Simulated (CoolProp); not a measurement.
Properties of decamethylcyclopentasiloxane (D5) along the isobar 1010 kPa.

Values from CoolProp's reference Helmholtz-energy equation of state, Thol 2019.

```json
[
 {"T (K)": "273.4", "phase": "liquid", "cp (kJ/(kg K))": "1.694", "expansivity (1/kK)": "1.098"},
 {"T (K)": "290", "phase": "liquid", "cp (kJ/(kg K))": "1.705", "expansivity (1/kK)": "1.106"},
 {"T (K)": "306.5", "phase": "liquid", "cp (kJ/(kg K))": "___", "expansivity (1/kK)": "1.118"},
 {"T (K)": "323", "phase": "liquid", "cp (kJ/(kg K))": "1.737", "expansivity (1/kK)": "1.135"},
 {"T (K)": "339.5", "phase": "liquid", "cp (kJ/(kg K))": "1.757", "expansivity (1/kK)": "1.157"},
 {"T (K)": "356", "phase": "liquid", "cp (kJ/(kg K))": "___", "expansivity (1/kK)": "1.184"},
 {"T (K)": "372.6", "phase": "liquid", "cp (kJ/(kg K))": "1.804", "expansivity (1/kK)": "1.217"},
 {"T (K)": "389.1", "phase": "liquid", "cp (kJ/(kg K))": "1.829", "expansivity (1/kK)": "1.256"},
 {"T (K)": "405.6", "phase": "liquid", "cp (kJ/(kg K))": "1.855", "expansivity (1/kK)": "1.303"},
 {"T (K)": "422.1", "phase": "liquid", "cp (kJ/(kg K))": "1.883", "expansivity (1/kK)": "1.360"},
 {"T (K)": "438.7", "phase": "liquid", "cp (kJ/(kg K))": "___", "expansivity (1/kK)": "1.428"},
 {"T (K)": "455.2", "phase": "liquid", "cp (kJ/(kg K))": "1.940", "expansivity (1/kK)": "1.511"},
 {"T (K)": "471.7", "phase": "liquid", "cp (kJ/(kg K))": "___", "expansivity (1/kK)": "1.613"}
]
```

Task: Fill in the missing entries.

Result: 
- 306.5, cp (kJ/(kg K)): 1.719
- 356, cp (kJ/(kg K)): 1.779
- 438.7, cp (kJ/(kg K)): 1.911
- 471.7, cp (kJ/(kg K)): 1.969
